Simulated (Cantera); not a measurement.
Cantera run:

```python
import numpy as np
import cantera as ct

gas_names = """
    O2 F2
""".split()
cond_names = """
    Mg(L) MgF2(s) MgO(s)
""".split()


# ... load() reads the species with a 1 bar reference pressure and builds the phases ...
species = {s.name: s for s in load("nasa_gas.yaml", gas_names) + load("nasa_condensed.yaml", cond_names)}
T = 1250
g = {n: (s.thermo.h(T) - T * s.thermo.s(T)) / (ct.gas_constant * T * np.log(10)) for n, s in species.items()}
valid = cond_names  # the entries whose range holds T


def stable(la, lb):
    # potentials (over RT ln 10) of the two non-metals from log10 p(O2) and log10 p(F2) in bar
    mu = {}
    mu["O"] = (g["O2"] + la) / 2
    mu["F"] = (g["F2"] + lb) / 2
    cost = {}
    for n in valid:
        c = species[n].composition
        cost[n] = (g[n] - sum(c.get(e, 0) * m for e, m in mu.items())) / c["Mg"]
    return min(cost, key=cost.get)


results = []
for lb in [0, -2.5, -4.9, -7.4, -9.8, -12.3, -14.8, -17.2, -19.7, -22.2, -24.6, -27.1, -29.5, -32]:
    row = [stable(la, lb) for la in [-19, -17.8, -16.6, -15.4, -14.2, -13.1, -11.9, -10.7, -9.5, -8.3, -7.1, -5.9, -4.8, -3.6, -2.4, -1.2, 0]]
    results.append(row)
    print(f"{lb:6.1f}  " + " ".join(f"{valid.index(n):x}" for n in row))
print("key: " + ", ".join(f"{i:x} {n}" for i, n in enumerate(valid)))
```

Output:

```
   0.0  1 1 1 1 1 1 1 1 1 1 1 1 1 1 1 1 1
  -2.5  1 1 1 1 1 1 1 1 1 1 1 1 1 1 1 1 1
  -4.9  1 1 1 1 1 1 1 1 1 1 1 1 1 1 1 1 1
  -7.4  1 1 1 1 1 1 1 1 1 1 1 1 1 1 1 1 1
  -9.8  1 1 1 1 1 1 1 1 1 1 1 1 1 1 1 1 1
 -12.3  1 1 1 1 1 1 1 1 1 1 1 1 1 1 1 1 1
 -14.8  1 1 1 1 1 1 1 1 1 1 1 1 1 1 1 1 1
 -17.2  1 1 1 1 1 1 1 1 1 1 1 1 1 1 1 1 1
 -19.7  1 1 1 1 1 1 1 1 1 1 1 1 1 1 1 2 2
 -22.2  1 1 1 1 1 1 1 1 1 1 2 2 2 2 2 2 2
 -24.6  1 1 1 1 1 1 2 2 2 2 2 2 2 2 2 2 2
 -27.1  1 1 2 2 2 2 2 2 2 2 2 2 2 2 2 2 2
 -29.5  2 2 2 2 2 2 2 2 2 2 2 2 2 2 2 2 2
 -32.0  2 2 2 2 2 2 2 2 2 2 2 2 2 2 2 2 2
key: 0 Mg(L), 1 MgF2(s), 2 MgO(s)
```

Source: NASA polynomial tables (part measured, part estimated), evaluated in Cantera. Not in the tables: oxide halides.
